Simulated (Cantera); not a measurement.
# Thermodynamics of silicon etching in halogen gases, feed Si + HBr + H2

Feed: 1 mol Si, 1.9 mol HBr, 60 mol H2, at 0.730 bar.

Equilibrium computed with Cantera from the NASA thermochemical tables; the gas is ideal and each condensed phase is pure. Candidate condensed phases: Br2, Si; 19 gas species. The tables' values for SiBr3 are old estimates; treat these amounts as uncertain. Kinetics and transport are ignored.

```
T (K)   x H2    x HBr   x SiBr4   x SiBr2  x SiHBr3  x SiH2Br2      x Br  n Si(s)
-----  -----  -------  --------  --------  --------  ---------  --------  -------
900    0.988  0.00490   0.00511   1.97e-5   0.00166   0.000252   2.92e-9    0.566
1000   0.984   0.0107   0.00375  0.000126   0.00141   0.000248   4.87e-8    0.656
1100   0.978   0.0184   0.00199  0.000473  0.000922   0.000202   4.43e-7    0.772
1200   0.973   0.0245  0.000612   0.00102  0.000398   0.000123   2.38e-6    0.860
1300   0.972   0.0267  0.000121   0.00141  0.000123    5.92e-5   8.43e-6    0.889
1400   0.971   0.0270   2.36e-5   0.00164   3.72e-5    2.80e-5   2.35e-5    0.890
1500   0.971   0.0269   5.40e-6   0.00181   1.27e-5    1.43e-5   5.64e-5    0.884
1600   0.971   0.0266   1.46e-6   0.00195   4.87e-6    7.82e-6  0.000121    0.877
```
x: gas mole fraction; n: condensed amount in mol.

From 900 K to 1600 K the condensed part is Si(s). The main Si-bearing gas is SiBr4 at 900 K and SiBr2 at 1600 K. The share of Si in condensed phases is highest at 1400 K (89.0 %) and lowest at 900 K (56.6 %).
